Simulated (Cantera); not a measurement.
What does this Cantera script print?

```python
import numpy as np
import cantera as ct

gas = ct.Solution("gri30.yaml")
gas.TPX = 675, 120000, {'CO': 1, 'H2': 0.22, 'O2': 1.2, 'N2': 4.5, 'CO2': 0.96}
inlet = ct.Reservoir(gas, clone=True)
gas.equilibrate("HP")  # start burning
reactor = ct.IdealGasConstPressureReactor(gas, energy="on", clone=False)
exhaust = ct.Reservoir(gas, clone=True)
tau = [0.35, 0.16, 0.074, 0.034, 0.016, 0.0072, 0.0033, 0.0015, 0.00069, 0.00032, 0.00015, 6.7e-05, 3.1e-05][0]
for a, b in ((inlet, reactor), (reactor, exhaust)):
    ct.MassFlowController(a, b, mdot=lambda t: reactor.mass / tau)
net = ct.ReactorNet([reactor])
show = ['CO', 'H2', 'O2', 'O', 'OH', 'H2O']

rows = []
print(f"{'tau/s':>10s}{'T/K':>9s}" + "".join(f"{s:>11s}" for s in show))
for tau in [0.35, 0.16, 0.074, 0.034, 0.016, 0.0072, 0.0033, 0.0015, 0.00069, 0.00032, 0.00015, 6.7e-05, 3.1e-05]:
    net.initial_time = 0.0
    net.advance(30 * tau)
    before = gas.X
    net.advance(40 * tau)
    drift = np.max(np.abs(gas.X - before) / (gas.X + 1e-9))
    rows.append([gas.T, *gas[show].X, drift])
    print(f"{tau:10.3e}{gas.T:9.1f}" + "".join(f"{x:11.3e}" for x in gas[show].X))
```

Output:

```
     tau/s      T/K         CO         H2         O2          O         OH        H2O
 3.500e-01   1819.1  1.195e-03  3.183e-05  8.139e-02  1.794e-04  6.877e-04  2.985e-02
 1.600e-01   1812.9  1.916e-03  5.089e-05  8.164e-02  2.873e-04  8.596e-04  2.973e-02
 7.400e-02   1803.2  3.058e-03  8.125e-05  8.204e-02  4.612e-04  1.070e-03  2.956e-02
 3.400e-02   1788.2  4.852e-03  1.294e-04  8.268e-02  7.408e-04  1.320e-03  2.933e-02
 1.600e-02   1766.4  7.447e-03  2.001e-04  8.362e-02  1.158e-03  1.589e-03  2.903e-02
 7.200e-03   1733.0  1.140e-02  3.103e-04  8.509e-02  1.815e-03  1.878e-03  2.862e-02
 3.300e-03   1687.1  1.676e-02  4.633e-04  8.713e-02  2.720e-03  2.122e-03  2.809e-02
 1.500e-03   1623.7  2.412e-02  6.756e-04  9.003e-02  3.887e-03  2.261e-03  2.741e-02
 6.900e-04   1537.1  3.442e-02  9.688e-04  9.441e-02  5.059e-03  2.192e-03  2.662e-02
 3.200e-04   1398.5  5.283e-02  1.562e-03  1.033e-01  5.145e-03  1.699e-03  2.572e-02
 1.500e-04    675.0  1.269e-01  2.792e-02  1.523e-01  1.717e-14  2.944e-16  1.236e-15
 6.700e-05    675.0  1.269e-01  2.792e-02  1.523e-01  1.217e-14  2.053e-16  2.573e-15
 3.100e-05    675.0  1.269e-01  2.792e-02  1.523e-01  7.551e-15  1.235e-16  7.162e-16
```

Detailed kinetics in Cantera: GRI-Mech 3.0 (53 species, 325 reactions).
